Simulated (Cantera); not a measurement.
Input: 1 mol SiHCl₃, 0.3 mol NH₃, held at 1225 °C and 0.000240 bar.

Cantera equilibrium calculation (NASA polynomials, part measured and part estimated; ideal gas, pure solids and liquids). Candidate condensed phases: NH₄Cl, Si, Si₃N₄; 28 gas species. The tables' values for SiCl₃, SiCl are old estimates; treat these amounts as uncertain. Rates play no part.

Base state: SiCl₂ 0.373, HCl 0.371, H₂ 0.182, N₂ 0.0581, SiCl₃ 0.0127, SiCl₄ 0.00138, Cl 0.000778, H 0.000473 (mole fractions); condensed: gas only.

Problem. What changes in the equilibrium state with this change: temperature from 1225 °C to 1602 °C?

Solution. 
```json
[
 {"species": "HCl", "before": "0.371", "after": "0.360"},
 {"species": "SiCl₂", "before": "0.373", "after": "0.360"},
 {"species": "H₂", "before": "0.182", "after": "0.166"},
 {"species": "Cl", "before": "0.000778", "after": "0.0283"},
 {"species": "H", "before": "0.000473", "after": "0.0172"},
 {"species": "SiCl₃", "before": "0.0127", "after": "0.00182"},
 {"species": "N₂", "before": "0.0581", "after": "0.0559"},
 {"species": "Si", "before": "6.43e-6", "after": "0.00621"},
 {"species": "SiH", "before": "1.38e-7", "after": "3.63e-5"},
 {"species": "SiCl₄", "before": "0.00138", "after": "1.29e-5"},
 {"species": "SiCl", "before": "6.43e-5", "after": "0.00481"}
]
```
The tables' values for SiCl, SiCl₃ are old estimates; treat these amounts as uncertain.
